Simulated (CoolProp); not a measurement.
Aqueous ethylene glycol as a coolant, 5 % by mass, freezing at -1.6 °C, 1 atm.

Values from CoolProp's Melinder's fits for secondary coolants.

```
T (°C)  Prandtl number  viscosity (mPa s)  density (kg/m³)  cp (kJ/(kg K))
------  --------------  -----------------  ---------------  --------------
3.9               13.4               1.78             1006           4.119
11.8              10.3               1.40             1005           4.116
19.8              8.08               1.13             1004           4.114
27.8              6.52              0.931             1002           4.115
35.7              5.40              0.784            999.7           4.117
```
